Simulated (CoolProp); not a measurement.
R124 along the isobar 1.91 MPa: Z from the reference equation and from simpler models built on Tc = 395.4 K, pc = 3.624 MPa, ω = 0.288; each cubic takes its own stable root.

Values from CoolProp's reference Helmholtz-energy equation of state, de Vries 1995.

```tsv
T (K)	phase	reference
290.6	liquid	0.07770
303.4	liquid	0.07681
316.2	liquid	0.07632
329	liquid	0.07632
341.8	liquid	0.07696
354.7	liquid	0.07864
367.5	gas	0.6909
380.3	gas	0.7435
393.1	gas	0.7814
405.9	gas	0.8108
418.7	gas	0.8346
431.6	gas	0.8543
444.4	gas	0.8708
457.2	gas	0.8849
470	gas	0.8970
```

Question: How far does each simpler model (Redlich-Kwong, Soave-Redlich-Kwong, Peng-Robinson) lie from the reference over these 15 states: mean and median of the absolute difference, and the worst?

Answer: 
- Redlich-Kwong: mean 8.1 %, median 2.0 %, worst +24.3 % at 354.7 K and 1.91 MPa
- Soave-Redlich-Kwong: mean 5.3 %, median 1.1 %, worst +16.4 % at 354.7 K and 1.91 MPa
- Peng-Robinson: mean 1.7 %, median 1.5 %, worst -3.3 % at 290.6 K and 1.91 MPa
